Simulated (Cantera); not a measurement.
Input: 1 mol B2H6, 34 mol N2, 12 mol H2O, equilibrated at 0.133 bar.

Equilibrium computed with Cantera from the NASA thermochemical tables; the gas is ideal and each condensed phase is pure. Candidate condensed phases: B, BN, B2O3, B3O3H3, H2O; 39 gas species. The feed counts by its element totals alone. Kinetics and transport are ignored. All values below are at 1923 K.

Base state: N2 0.680, H2O 0.161, H2 0.119, HBO2 0.0381, H 0.000892, B2O3 0.000833, HBO 0.000119, OH 0.000103 (mole fractions); condensed: gas only.

**Question.** What changes in the equilibrium state with this change: H2O from 12 to 0.99 mol?

**Answer.** 
```csv
species,before,after
N2,0.680,0.883
H2,0.119,0.100
HBO,0.000119,0.00802
H2O,0.161,9.45e-5
HBO2,0.0381,0.00180
B2O2,3.65e-7,0.00198
OH,0.000103,6.63e-8
"BN(s), mol",0,1.20
```
